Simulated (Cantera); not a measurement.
A freely propagating, adiabatic, planar premixed flame of CH₄ : C₂H₆ : C₃H₈ : O₂ : N₂ = 1 : 0.25 : 1.2 : 7.4 : 27.8 (molar parts), equivalence ratio 1.2, unburnt at 675 K and 1.00 atm; mixture-averaged transport, grid criteria slope 0.08 and curve 0.16, no radiation.

Computed with Cantera and GRI-Mech 3.0 (53 species, 325 reactions). GRI-Mech 3.0 was tuned for natural gas; its chemistry of propane as a main component is partial and can be far from experiment. Burning velocities carry a grid error of a few per cent, more on coarse grids.

**Question.** What does this change do: C3H8 1.2 to 0.93 parts?

**Answer.** 
```json
[
 {"quantity": "laminar burning velocity", "before": "184 cm/s", "after": "190 cm/s"},
 {"quantity": "thermal thickness", "before": "0.260 mm", "after": "0.265 mm"},
 {"quantity": "peak x(CH₂)", "before": "0.000126", "after": "8.94e-5"},
 {"quantity": "peak x(CO)", "before": "0.0846", "after": "0.0692"},
 {"quantity": "peak x(CH₂O)", "before": "0.00190", "after": "0.00180"}
]
```

**Question.** What does this change do: O2 7.4 to 5.7 parts?

**Answer.** 
| quantity | before | after |
|---|---|---|
| laminar burning velocity | 184 cm/s | 51.6 cm/s |
| thermal thickness | 0.260 mm | 0.657 mm |
| peak x(CH₂) | 0.000126 | 4.24e-5 |
| peak x(CO) | 0.0846 | 0.0904 |
| peak x(CH₂O) | 0.00190 | 0.00130 |
